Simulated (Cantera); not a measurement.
A freely propagating, adiabatic, planar premixed flame of CH4 : CO : O2 : N2 = 0.8 : 0.079 : 2.34 : 8.81 (molar parts), equivalence ratio 0.70, unburnt at 400 K and 10.0 bar; mixture-averaged transport, grid criteria slope 0.08 and curve 0.16, no radiation.

Cantera simulation using GRI-Mech 3.0 (53 species, 325 reactions); the numbers are that mechanism's predictions, not measurements. Burning velocities carry a grid error of a few per cent, more on coarse grids.

Predict: laminar burning velocity; thermal thickness; peak x(C2H4).


```
Property                     Result
------------------------  ---------
laminar burning velocity  11.0 cm/s
thermal thickness          0.149 mm
peak x(C2H4)               0.000339
```
